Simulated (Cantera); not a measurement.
Input: 1 mol SiHCl3, 0.19 mol NH3, 20 mol N2, equilibrated at 500 °C and 0.0200 bar.

Method: chemical equilibrium by Gibbs-energy minimisation in Cantera with the NASA 1993 tables (ideal gas, pure condensed phases). Candidate condensed phases: NH4Cl, Si, Si3N4; 28 gas species. Rates play no part.

Problem. What is the equilibrium state?

Solution. 
| Property | Result |
|---|---|
| x(N2) | 0.916 |
| x(HCl) | 0.0525 |
| x(SiCl4) | 0.0217 |
| x(H2) | 0.0102 |
| x(SiHCl3) | 2.64e-6 |
| n(Si3N4(s)) | 0.178 mol |
| gas amount | 21.56 mol |
| log10 activity of Si(s) (absent) | -9.85 |
